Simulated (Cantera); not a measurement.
Charge: 1 mol trisilylamine, a varied amount of N2, 1.1 mol H2, held at 1348 K and 0.00290 bar.

Method: chemical equilibrium by Gibbs-energy minimisation in Cantera with the NASA 1993 tables (ideal gas, pure condensed phases). Candidate condensed phases: Si, Si3N4; 18 gas species. The feed counts by its element totals alone. Mutual solubility and eutectic melting of coexisting phases are not modelled. Equilibrium is a limit: real reactors are often held back by kinetics, nucleation or transport.

Question: Which condensed phases are stable at each of these points (n(N2) (mol)): 0.27, 0.47, 0.83, 1.5, 2.6, 4.6, 8.2, 14, 26, 45?

Answer: 
```tsv
n(N2) (mol)	condensed phases	Si condensed (%)
0.27	Si(s) + Si3N4(s)	100.0
0.47	Si(s) + Si3N4(s)	100.0
0.83	Si(s) + Si3N4(s)	100.0
1.5	Si(s) + Si3N4(s)	100.0
2.6	Si3N4(s)	100.0
4.6	Si3N4(s)	100.0
8.2	Si3N4(s)	100.0
14	Si3N4(s)	100.0
26	Si3N4(s)	100.0
45	Si3N4(s)	100.0
```

From 0.27 mol N2 to 1.5 mol N2 the condensed part is Si(s) + Si3N4(s). From 2.6 mol N2 to 45 mol N2 the condensed part is Si3N4(s).
